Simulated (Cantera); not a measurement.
# Catalytic combustion on Pt

An isothermal plug-flow reactor at 873 K and 4.84 atm (inlet), inlet velocity 0.11 m/s, active area per volume 120 1/m; feed CO : O₂ : N₂ = 0.023 : 0.16 : 0.79 (molar parts), equivalence ratio 0.072.

Cantera simulation using Deutschmann's 1995 Pt surface mechanism with GRI-Mech 3.0 gas chemistry; the numbers are that mechanism's predictions, not measurements. Catalytic surfaces can have several steady states; this one follows from the mechanism file's or the stated starting coverage. Mass transfer to the wall is taken as infinitely fast.

```csv
z (m),x CO,x O₂,x H₂O,x CO₂,θ free Pt,θ O*,θ CO*
3.8e-05,0.0212,0.163,<1e-12,0.00248,0.149,0.0377,0.813
6.4e-05,0.0193,0.163,<1e-12,0.00443,0.160,0.0440,0.796
0.00011,0.0149,0.161,<1e-12,0.00885,0.196,0.0708,0.733
0.00018,0.00751,0.158,<1e-12,0.0163,0.0823,0.909,0.00878
0.0003,0.00613,0.157,<1e-12,0.0177,0.0609,0.935,0.00382
0.00049,0.00494,0.157,<1e-12,0.0189,0.0523,0.945,0.00225
0.00082,0.00370,0.156,<1e-12,0.0202,0.0466,0.952,0.00133
0.0014,0.00245,0.155,<1e-12,0.0214,0.0425,0.957,0.000729
0.0023,0.00141,0.155,<1e-12,0.0225,0.0399,0.960,0.000369
0.0038,0.000620,0.155,<1e-12,0.0233,0.0382,0.962,0.000148
```
x: gas mole fraction; θ: surface coverage.
